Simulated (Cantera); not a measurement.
A Cantera script and what it prints.

```python
import numpy as np
import cantera as ct

gas_names = """
    Fe H H2 H2S N NH NH2 NH3 N2 N2H2 N2H4 S SH SN S2 S8
""".split()
cond_names = """
    Fe(a) Fe(c) Fe(d) Fe(L) FeS(a) FeS(b) FeS(c) FeS(L) FeS2(s) S(cr1) S(cr2) S(L)
""".split()


# ... load() reads the species with a 1 bar reference pressure and builds the phases ...
atoms = {
    'FeS2': {'Fe': 1, 'S': 2},
    'H2': {'H': 2},
    'N2': {'N': 2},
}
top_T = {'FeS2(s)': 1010}  # K; cautious upper limits of use, not melting points


# ... equilibrate(T, P, feed) seeds the gas with the atoms and calls Mixture.equilibrate('TP', solver="vcs", rtol=1e-11, max_steps=5000) ...
results = []
T = 1898  # K
P = 1333.22  # Pa
for m in [8.7, 10, 12, 14, 16, 19, 22, 26, 30, 35, 41, 48, 57]:
    feed = {'FeS2': 1, 'H2': 1.5, 'N2': m}  # mol
    mix = equilibrate(T, P, feed)
    results.append((T, P, feed, dict(zip(mix.species_names, mix.species_moles))))

top = {s: max(r[3][s] / sum(r[3][g] for g in gas_names) for r in results) for s in gas_names}
cols = sorted((s for s in top if top[s] > 1e-05), key=lambda s: -top[s])[:7]
seen = [c for c in cond_names if any(r[3].get(c, 0) > 1e-12 for r in results)]
print("log10 of partial pressures in bar; condensed amounts in mol")
print(f"{'n(N2)':>10s}" + "".join(f"{s[:9]:>10s}" for s in cols + seen))
for T, P, feed, n in results:
    ng = sum(n[g] for g in gas_names)
    print(f"{feed['N2']:10.4g}" + "".join(f"{np.log10(max(n[s] / ng * P / 1e5, 1e-99)):10.3f}" for s in cols)
          + "".join(f"{n.get(c, 0):10.4g}" for c in seen))
```

It prints:

```
log10 of partial pressures in bar; condensed amounts in mol
     n(N2)        N2        H2        S2        Fe        SH         S       H2S     Fe(L)
       8.7    -1.989    -2.777    -2.961    -3.964    -4.119    -4.284    -4.359    0.9078
        10    -1.976    -2.824    -3.009    -3.964    -4.166    -4.308    -4.431    0.8971
        12    -1.962    -2.889    -3.074    -3.964    -4.231    -4.340    -4.527    0.8806
        14    -1.951    -2.944    -3.130    -3.964    -4.287    -4.368    -4.611    0.8642
        16    -1.942    -2.994    -3.180    -3.964    -4.337    -4.393    -4.686    0.8477
        19    -1.933    -3.059    -3.246    -3.964    -4.402    -4.426    -4.784     0.823
        22    -1.926    -3.115    -3.304    -3.964    -4.459    -4.455    -4.869    0.7983
        26    -1.919    -3.181    -3.370    -3.964    -4.525    -4.488    -4.968    0.7654
        30    -1.914    -3.238    -3.428    -3.964    -4.582    -4.517    -5.054    0.7325
        35    -1.909    -3.300    -3.491    -3.964    -4.645    -4.548    -5.147    0.6914
        41    -1.905    -3.365    -3.556    -3.964    -4.710    -4.581    -5.245     0.642
        48    -1.901    -3.430    -3.622    -3.964    -4.775    -4.614    -5.342    0.5844
        57    -1.898    -3.501    -3.695    -3.964    -4.847    -4.651    -5.450    0.5104
```

Method: chemical equilibrium by Gibbs-energy minimisation in Cantera with the NASA 1993 tables (ideal gas, pure condensed phases).
